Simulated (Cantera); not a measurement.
A freely propagating, adiabatic, planar premixed flame of 13.0 % CH4, 21.8 % O2, 65.2 % N2, equivalence ratio 1.2, unburnt at 500 K and 10.0 bar; mixture-averaged transport, grid criteria slope 0.08 and curve 0.16, no radiation.

Computed with Cantera and GRI-Mech 3.0 (53 species, 325 reactions). Burning velocities carry a grid error of a few per cent, more on coarse grids.

x: mole fraction of selected species; z is measured from the peak of heat release.

```csv
z (mm),T (K),u (m/s),x CH4,x O2,x H2O,x NO,x O,x H
-0.163,501,0.548,0.130,0.217,0.000186,<1e-8,<1e-8,<1e-8
-0.109,506,0.555,0.129,0.216,0.000994,1.85e-8,<1e-8,<1e-8
-0.0816,526,0.579,0.127,0.214,0.00407,1.02e-7,<1e-8,<1e-8
-0.0544,?,0.724,0.117,0.204,0.0211,1.01e-6,<1e-8,<1e-8
-0.0272,?,1.36,0.0774,0.151,0.0868,1.26e-5,3.11e-6,1.60e-5
-0.0136,?,1.93,0.0413,0.0979,0.140,2.97e-5,4.69e-5,0.000231
0,?,2.44,0.0100,0.0432,0.188,5.53e-5,0.000259,0.00169
0.0136,2304,2.66,0.000924,0.0143,0.209,9.25e-5,0.000563,0.00382
0.0272,2366,2.72,5.99e-5,0.00539,0.213,0.000122,0.000662,0.00447
0.0544,2417,2.77,5.01e-7,0.00188,0.215,0.000146,0.000467,0.00380
0.109,2459,2.81,<1e-8,0.000805,0.218,0.000160,0.000228,0.00258
0.218,2484,2.84,<1e-8,0.000358,0.220,0.000171,0.000106,0.00171
0.435,2492,2.85,<1e-8,0.000225,0.221,0.000184,6.97e-5,0.00138
```

Q: Complete the blanks.

A: 
- -0.0544, T (K): 651
- -0.0272, T (K): 1202
- -0.0136, T (K): 1677
- 0, T (K): 2107
